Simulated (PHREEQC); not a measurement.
# Copper plating or etch bath: an equilibrium model

Solution (25 °C): 0.0081 mol Cu(BF4)2 and 0.00035 mol Cd(NO3)2 per kg of water. Closed to the air; pH follows from the charge balance.

Equilibrium calculation in PHREEQC: ion-association model, phreeqc.dat.

This is a speciation only: nothing precipitates in the calculation.

### Question
What pH, ionic strength does the model give?

### Answer
pH 2.88; ionic strength 0.0264 mol/kgw.

### Question
In which forms is Cd present?

### Answer
Cd+2 98 %, CdF+ 1.7 % of the Cd.

Complexes and solids missing from the database can't appear. Real BF4- forms and hydrolyses slowly; the run takes it at equilibrium.
